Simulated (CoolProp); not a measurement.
The numbers come from the reference Helmholtz-energy equation of state, Lemmon 2006 in CoolProp. It is a short technical equation, of lower accuracy than the large ones.

For acetone, give the phase and the density (kg/m³), cv (kJ/(kg K)), isothermal compressibility (1/MPa) at -34.45 °C and 0.194 bar; -76.05 °C and 1.16 bar; 94.15 °C and 1.89 bar.


- -34.45 °C and 0.194 bar: liquid; density 849, cv 1.47, isothermal compressibility 0.000779
- -76.05 °C and 1.16 bar: liquid; density 893, cv 1.44, isothermal compressibility 0.000564
- 94.15 °C and 1.89 bar: gas; density 3.82, cv 1.45, isothermal compressibility 5.64
